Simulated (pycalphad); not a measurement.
CALPHAD calculation (pycalphad, COST 507 light-alloy database (1999)), 1 atm. These are 1990s assessments: newer ones move some temperatures and phases. Phase fractions are per mole of atoms. Diffusion is slow at the low end, where real alloys seldom reach equilibrium.

**Question.** Give the equilibrium state of Cu-4.262Si (wt.%) at 600 K.

**Answer.** fcc, fraction 0.832, with 2.8 Si wt.%; CU19SI6_ETA, fraction 0.168, with 12.2 Si wt.%.

**Question.** Give the equilibrium state of Cu-4.262Si (wt.%) at 1200 K.

**Answer.** fcc, fraction 0.638, with 3.5 Si wt.%; liquid, fraction 0.362, with 5.6 Si wt.%.

Database names, with the compositions (at.%) that they take in these runs: CU19SI6_ETA: Cu 76 Si 24.
